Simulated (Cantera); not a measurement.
An adiabatic, constant-volume homogeneous reactor starts with CH4 : O2 : N2 = 1 : 4 : 15 (molar parts), equivalence ratio 0.50, at 1325 K and 2.30 bar. Integrator tolerance rtol = 1e-08.

Detailed kinetics in Cantera: GRI-Mech 3.0 (53 species, 325 reactions).

Task: What does this change do: 0.029 parts C2H6 added?

Result: 
```tsv
quantity	before	after
time of steepest temperature rise	2.97 ms	1.64 ms
temperature at 0.400 s	2509 K	2548 K
equilibrium temperature	2509 K	2548 K
x(CH4) at 0.400 s	<1e-12 (gas-phase equilibrium <1e-12)	<1e-12 (gas-phase equilibrium <1e-12)
x(O2) at 0.400 s	0.0909 (gas-phase equilibrium 0.0909)	0.0854 (gas-phase equilibrium 0.0854)
x(CO2) at 0.400 s	0.0468 (gas-phase equilibrium 0.0468)	0.0487 (gas-phase equilibrium 0.0487)
x(C2H6) at 0.400 s	<1e-12 (gas-phase equilibrium <1e-12)	<1e-12 (gas-phase equilibrium <1e-12)
x(NO) at 0.400 s	0.0149 (gas-phase equilibrium 0.0149)	0.0154 (gas-phase equilibrium 0.0154)
x(H) at 0.400 s	0.000385 (gas-phase equilibrium 0.000385)	0.000508 (gas-phase equilibrium 0.000508)
```

Task: What does this change do: initial temperature 1325 to 1525 K?

Result: 
```csv
quantity,before,after
time of steepest temperature rise,2.97 ms,0.368 ms
temperature at 0.400 s,2509 K,2625 K
equilibrium temperature,2509 K,2625 K
x(CH4) at 0.400 s,<1e-12 (gas-phase equilibrium <1e-12),<1e-12 (gas-phase equilibrium <1e-12)
x(O2) at 0.400 s,0.0909 (gas-phase equilibrium 0.0909),0.0889 (gas-phase equilibrium 0.0889)
x(CO2) at 0.400 s,0.0468 (gas-phase equilibrium 0.0468),0.0444 (gas-phase equilibrium 0.0444)
x(C2H6) at 0.400 s,<1e-12 (gas-phase equilibrium <1e-12),<1e-12 (gas-phase equilibrium <1e-12)
x(NO) at 0.400 s,0.0149 (gas-phase equilibrium 0.0149),0.0179 (gas-phase equilibrium 0.0179)
x(H) at 0.400 s,0.000385 (gas-phase equilibrium 0.000385),0.000866 (gas-phase equilibrium 0.000866)
```
